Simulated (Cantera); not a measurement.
Mixture: CH4 : O2 : N2 : CO2 = 1 : 1.18 : 4.42 : 0.74 (molar parts), at 1.01 bar, adiabatic and at constant volume. Ignition delay is the time to a rise of 400 K.

Cantera simulation using GRI-Mech 3.0 (53 species, 325 reactions); the numbers are that mechanism's predictions, not measurements.

**Question.** What does this change do: pressure from 1.01 bar to 6.10 bar?

**Answer.** 
```csv
quantity,before,after
delay at 1125 K,0.208 s,31.7 ms
delay at 1225 K,48.1 ms,8.64 ms
delay at 1325 K,12.7 ms,2.63 ms
delay at 1425 K,3.74 ms,0.876 ms
delay at 1525 K,1.24 ms,0.313 ms
delay at 1625 K,0.475 ms,0.120 ms
delay at 1725 K,0.210 ms,50.4 µs
apparent activation energy between 1525 and 1725 K,190 kJ/mol,200 kJ/mol
```

**Question.** What does this change do: constant pressure in place of constant volume?

**Answer.** 
| quantity | before | after |
|---|---|---|
| delay at 1125 K | 0.208 s | 0.219 s |
| delay at 1225 K | 48.1 ms | 51.1 ms |
| delay at 1325 K | 12.7 ms | 13.6 ms |
| delay at 1425 K | 3.74 ms | 4.02 ms |
| delay at 1525 K | 1.24 ms | 1.34 ms |
| delay at 1625 K | 0.475 ms | 0.511 ms |
| delay at 1725 K | 0.210 ms | 0.226 ms |
| apparent activation energy between 1525 and 1725 K | 190 kJ/mol | 190 kJ/mol |
